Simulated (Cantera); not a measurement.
Input: 1 mol BN, 1.7 mol Cl2, at 1100 °C and 75.0 Torr.

Equilibrium computed with Cantera from the NASA thermochemical tables; the gas is ideal and each condensed phase is pure. Candidate condensed phases: B, BN; 10 gas species. Kinetics and transport are ignored.

Base state: BCl3 0.581, N2 0.291, Cl2 0.104, Cl 0.0235 (mole fractions); condensed: gas only.

Task: What changes in the equilibrium state with this change: 0.47 mol H2 added?

Result: 
```json
[
 {"species": "HCl", "before": "0", "after": "0.431"},
 {"species": "BCl3", "before": "0.581", "after": "0.379"},
 {"species": "N2", "before": "0.291", "after": "0.189"},
 {"species": "Cl2", "before": "0.104", "after": "2.06e-6"},
 {"species": "Cl", "before": "0.0235", "after": "0.000104"},
 {"species": "H2", "before": "0", "after": "0.00130"},
 {"species": "BCl2", "before": "2.05e-7", "after": "3.01e-5"},
 {"species": "BN(s), mol", "before": "0", "after": "0.178"}
]
```
The tables' values for BCl2 are old estimates; treat these amounts as uncertain. Gases not in the tables: BHCl2. Further candidate phases: NH4Cl.

Task: What changes in the equilibrium state with this change: temperature from 1100 °C to 1500 °C?

Result: 
```
species   before     after
-------  -------  --------
BCl3       0.581     0.542
N2         0.291     0.271
Cl        0.0235     0.155
Cl2        0.104    0.0311
BCl2     2.05e-7  0.000192
```
The tables' values for BCl2 are old estimates; treat these amounts as uncertain.

Task: What changes in the equilibrium state with this change: temperature from 1100 °C to 552 °C?

Result: 
```csv
species,before,after
BCl3,0.581,0.588
N2,0.291,0.294
Cl2,0.104,0.118
Cl,0.0235,1.78e-5
```
